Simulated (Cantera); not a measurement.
An adiabatic, constant-volume homogeneous reactor starts with CH4 : O2 : N2 = 1 : 4.55 : 17.1 (molar parts), at 975 K and 1.80 bar.

Computed with Cantera and GRI-Mech 3.0 (53 species, 325 reactions). Below about 1000 K GRI-Mech 3.0 lacks low-temperature oxidation paths.

**Question.** Predict: time of steepest temperature rise; temperature at 10.0 s; equilibrium temperature; x(O2) at 10.0 s; x(H2O2) at 10.0 s.

**Answer.** 
```json
{
 "time_of_steepest_temperature_rise": "0.610 s",
 "temperature at 10.0 s": "2155 K",
 "equilibrium_temperature": "2155 K",
 "x(O2) at 10.0 s": "0.108 (gas-phase equilibrium 0.108)",
 "x(H2O2) at 10.0 s": "1.71e-7 (gas-phase equilibrium 1.71e-7)"
}
```
